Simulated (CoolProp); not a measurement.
Aqueous calcium chloride as a coolant, at 3 °C, 1 atm.

Values from CoolProp's Melinder's fits for secondary coolants.

```json
[
 {"mass %": "1.9", "freezing point (°C)": "?", "density (kg/m³)": "1015", "Prandtl number": "12.1", "conductivity (W/(m K))": "0.566", "viscosity (mPa s)": "1.68"},
 {"mass %": "5.1", "freezing point (°C)": "-2.4", "density (kg/m³)": "1043", "Prandtl number": "12.4", "conductivity (W/(m K))": "0.564", "viscosity (mPa s)": "?"},
 {"mass %": "8.2", "freezing point (°C)": "?", "density (kg/m³)": "1071", "Prandtl number": "12.7", "conductivity (W/(m K))": "0.562", "viscosity (mPa s)": "1.94"},
 {"mass %": "11.4", "freezing point (°C)": "-7.1", "density (kg/m³)": "?", "Prandtl number": "13.2", "conductivity (W/(m K))": "0.559", "viscosity (mPa s)": "2.12"},
 {"mass %": "14.6", "freezing point (°C)": "-10.6", "density (kg/m³)": "1131", "Prandtl number": "14.1", "conductivity (W/(m K))": "0.556", "viscosity (mPa s)": "2.35"},
 {"mass %": "17.7", "freezing point (°C)": "-14.6", "density (kg/m³)": "1161", "Prandtl number": "?", "conductivity (W/(m K))": "0.553", "viscosity (mPa s)": "2.65"},
 {"mass %": "20.9", "freezing point (°C)": "-19.9", "density (kg/m³)": "1193", "Prandtl number": "16.8", "conductivity (W/(m K))": "0.549", "viscosity (mPa s)": "3.05"},
 {"mass %": "24.1", "freezing point (°C)": "-26.7", "density (kg/m³)": "1226", "Prandtl number": "19.1", "conductivity (W/(m K))": "0.545", "viscosity (mPa s)": "3.58"}
]
```

Some entries are withheld; supply them.


- 1.9, freezing point (°C): -0.9
- 5.1, viscosity (mPa s): 1.80
- 8.2, freezing point (°C): -4.4
- 11.4, density (kg/m³): 1101
- 17.7, Prandtl number: 15.2
